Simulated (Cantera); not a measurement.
Cantera run:

```python
import numpy as np
import cantera as ct

gas_names = """
    Ca CaCL CaCL2 CaO Ca2 CL CLO CL2 N NO NO2 NO3 N2 N2O O O2 O3
""".split()
cond_names = """
    Ca(a) Ca(b) Ca(L) CaCL2(s) CaCL2(L) CaO(s) CaO(L)
""".split()


# ... load() reads the species with a 1 bar reference pressure and builds the phases ...
atoms = {
    'CaCl2': {'Ca': 1, 'CL': 2},
    'O2': {'O': 2},
    'N2': {'N': 2},
}
top_T = {}  # K; cautious upper limits of use, not melting points


# ... equilibrate(T, P, feed) seeds the gas with the atoms and calls Mixture.equilibrate('TP', solver="gibbs", rtol=1e-10, max_steps=50000) ...
results = []
feed = {'CaCl2': 1, 'O2': 2.2, 'N2': 24}  # mol
P = 4.1  # Pa
for T in [1023, 1098, 1173, 1248, 1323, 1398, 1473, 1548, 1623, 1698, 1773, 1848, 1923, 1998]:
    mix = equilibrate(T, P, feed)
    results.append((T, P, feed, dict(zip(mix.species_names, mix.species_moles))))

top = {s: max(r[3][s] / sum(r[3][g] for g in gas_names) for r in results) for s in gas_names}
cols = sorted((s for s in top if top[s] > 1e-06), key=lambda s: -top[s])[:7]
seen = [c for c in cond_names if any(r[3].get(c, 0) > 1e-12 for r in results)]
print("log10 of partial pressures in bar; condensed amounts in mol")
print(f"{'T/K':>10s}" + "".join(f"{s[:9]:>10s}" for s in cols + seen))
for T, P, feed, n in results:
    ng = sum(n[g] for g in gas_names)
    print(f"{T:10.4g}" + "".join(f"{np.log10(max(n[s] / ng * P / 1e5, 1e-99)):10.3f}" for s in cols)
          + "".join(f"{n.get(c, 0):10.4g}" for c in seen))
```

Output:

```
log10 of partial pressures in bar; condensed amounts in mol
       T/K        N2        O2        CL     CaCL2         O        NO      CaCL  CaCL2(s)  CaCL2(L)    CaO(s)
      1023    -4.426    -5.465    -7.440    -7.293   -12.239    -8.953   -18.744    0.9529         0   0.01449
      1098    -4.432    -5.477    -6.775    -6.280   -11.363    -8.642   -16.699         0    0.5962   0.06296
      1173    -4.443    -5.493    -6.437    -5.882   -10.602    -8.378   -15.158         0         0    0.1286
      1248    -4.443    -5.497    -6.319    -5.900    -9.925    -8.135   -13.991         0         0    0.1622
      1323    -4.443    -5.502    -6.217    -5.922    -9.326    -7.921   -12.962         0         0    0.2033
      1398    -4.444    -5.508    -6.127    -5.948    -8.792    -7.730   -12.048         0         0    0.2492
      1473    -4.444    -5.515    -6.049    -5.978    -8.312    -7.559   -11.232         0         0    0.2984
      1548    -4.445    -5.522    -5.980    -6.011    -7.878    -7.406   -10.499         0         0    0.3494
      1623    -4.445    -5.531    -5.921    -6.048    -7.486    -7.268    -9.837         0         0    0.4012
      1698    -4.446    -5.541    -5.869    -6.087    -7.130    -7.144    -9.238         0         0    0.4521
      1773    -4.447    -5.556    -5.825    -6.130    -6.805    -7.032    -8.693         0         0    0.5008
      1848    -4.448    -5.576    -5.789    -6.174    -6.511    -6.934    -8.194         0         0    0.5446
      1923    -4.450    -5.607    -5.760    -6.220    -6.245    -6.849    -7.735         0         0    0.5787
      1998    -4.453    -5.652    -5.740    -6.271    -6.007    -6.780    -7.310         0         0    0.5873
```

These are equilibrium values from Cantera (NASA tables, ideal gas, pure condensed phases), not measurements of a reactor. Mutual solubility and eutectic melting of coexisting phases are not modelled. Condensed phases not in the tables: oxide chlorides.
